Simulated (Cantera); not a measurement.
What does this Cantera script print?

```python
import numpy as np
import cantera as ct

gas_names = [...]  # 97 gases of nasa_gas.yaml made of Al, C, H, N
cond_names = """
    AL(cr) AL(L) ALN(s) C(gr) C6H6(L) C7H8(L) C8H18(L),n-octa
""".split()


# ... load() reads the species with a 1 bar reference pressure and builds the phases ...
atoms = {
    'Al(CH3)3': {'AL': 1, 'C': 3, 'H': 9},
    'NH3': {'N': 1, 'H': 3},
    'N2': {'N': 2},
}
top_T = {'ALN(s)': 2750, 'C(gr)': 4500}  # K; cautious upper limits of use, not melting points


# ... equilibrate(T, P, feed) seeds the gas with the atoms and calls Mixture.equilibrate('TP', solver="vcs", rtol=1e-11, max_steps=5000) ...
results = []
feed = {'Al(CH3)3': 1, 'NH3': 1.2, 'N2': 14}  # mol
for P in [10, 28, 77, 220, 600, 1700, 4600, 13000, 36000, 100000]:
    for T in [1625, 1675, 1725, 1775, 1825, 1875, 1925, 1975, 2025, 2075, 2125]:
        mix = equilibrate(T, P, feed)
        results.append((T, P, feed, dict(zip(mix.species_names, mix.species_moles))))

for T, P, feed, n in results:
    print(f"{T:7g} {P:10.4g}  " + (" + ".join(c for c in cond_names if n.get(c, 0) > 1e-12) or "gas only"))
```

Output:

```
   1625         10  ALN(s) + C(gr)
   1675         10  ALN(s) + C(gr)
   1725         10  C(gr)
   1775         10  C(gr)
   1825         10  C(gr)
   1875         10  C(gr)
   1925         10  C(gr)
   1975         10  C(gr)
   2025         10  C(gr)
   2075         10  C(gr)
   2125         10  C(gr)
   1625         28  ALN(s) + C(gr)
   1675         28  ALN(s) + C(gr)
   1725         28  ALN(s) + C(gr)
   1775         28  ALN(s) + C(gr)
   1825         28  C(gr)
   1875         28  C(gr)
   1925         28  C(gr)
   1975         28  C(gr)
   2025         28  C(gr)
   2075         28  C(gr)
   2125         28  C(gr)
   1625         77  ALN(s) + C(gr)
   1675         77  ALN(s) + C(gr)
   1725         77  ALN(s) + C(gr)
   1775         77  ALN(s) + C(gr)
   1825         77  ALN(s) + C(gr)
   1875         77  C(gr)
   1925         77  C(gr)
   1975         77  C(gr)
   2025         77  C(gr)
   2075         77  C(gr)
   2125         77  C(gr)
   1625        220  ALN(s) + C(gr)
   1675        220  ALN(s) + C(gr)
   1725        220  ALN(s) + C(gr)
   1775        220  ALN(s) + C(gr)
   1825        220  ALN(s) + C(gr)
   1875        220  ALN(s) + C(gr)
   1925        220  C(gr)
   1975        220  C(gr)
   2025        220  C(gr)
   2075        220  C(gr)
   2125        220  C(gr)
   1625        600  ALN(s) + C(gr)
   1675        600  ALN(s) + C(gr)
   1725        600  ALN(s) + C(gr)
   1775        600  ALN(s) + C(gr)
   1825        600  ALN(s) + C(gr)
   1875        600  ALN(s) + C(gr)
   1925        600  ALN(s) + C(gr)
   1975        600  ALN(s) + C(gr)
   2025        600  C(gr)
   2075        600  C(gr)
   2125        600  C(gr)
   1625       1700  ALN(s) + C(gr)
   1675       1700  ALN(s) + C(gr)
   1725       1700  ALN(s) + C(gr)
   1775       1700  ALN(s) + C(gr)
   1825       1700  ALN(s) + C(gr)
   1875       1700  ALN(s) + C(gr)
   1925       1700  ALN(s) + C(gr)
   1975       1700  ALN(s) + C(gr)
   2025       1700  ALN(s) + C(gr)
   2075       1700  C(gr)
   2125       1700  C(gr)
   1625       4600  ALN(s) + C(gr)
   1675       4600  ALN(s) + C(gr)
   1725       4600  ALN(s) + C(gr)
   1775       4600  ALN(s) + C(gr)
   1825       4600  ALN(s) + C(gr)
   1875       4600  ALN(s) + C(gr)
   1925       4600  ALN(s) + C(gr)
   1975       4600  ALN(s) + C(gr)
   2025       4600  ALN(s) + C(gr)
   2075       4600  ALN(s) + C(gr)
   2125       4600  ALN(s) + C(gr)
   1625    1.3e+04  ALN(s) + C(gr)
   1675    1.3e+04  ALN(s) + C(gr)
   1725    1.3e+04  ALN(s) + C(gr)
   1775    1.3e+04  ALN(s) + C(gr)
   1825    1.3e+04  ALN(s) + C(gr)
   1875    1.3e+04  ALN(s) + C(gr)
   1925    1.3e+04  ALN(s) + C(gr)
   1975    1.3e+04  ALN(s) + C(gr)
   2025    1.3e+04  ALN(s) + C(gr)
   2075    1.3e+04  ALN(s) + C(gr)
   2125    1.3e+04  ALN(s) + C(gr)
   1625    3.6e+04  ALN(s) + C(gr)
   1675    3.6e+04  ALN(s) + C(gr)
   1725    3.6e+04  ALN(s) + C(gr)
   1775    3.6e+04  ALN(s) + C(gr)
   1825    3.6e+04  ALN(s) + C(gr)
   1875    3.6e+04  ALN(s) + C(gr)
   1925    3.6e+04  ALN(s) + C(gr)
   1975    3.6e+04  ALN(s) + C(gr)
   2025    3.6e+04  ALN(s) + C(gr)
   2075    3.6e+04  ALN(s) + C(gr)
   2125    3.6e+04  ALN(s) + C(gr)
   1625      1e+05  ALN(s) + C(gr)
   1675      1e+05  ALN(s) + C(gr)
   1725      1e+05  ALN(s) + C(gr)
   1775      1e+05  ALN(s) + C(gr)
   1825      1e+05  ALN(s) + C(gr)
   1875      1e+05  ALN(s) + C(gr)
   1925      1e+05  ALN(s) + C(gr)
   1975      1e+05  ALN(s) + C(gr)
   2025      1e+05  ALN(s) + C(gr)
   2075      1e+05  ALN(s) + C(gr)
   2125      1e+05  ALN(s) + C(gr)
```

These are equilibrium values from Cantera (NASA tables, ideal gas, pure condensed phases), not measurements of a reactor. The feed counts by its element totals alone.
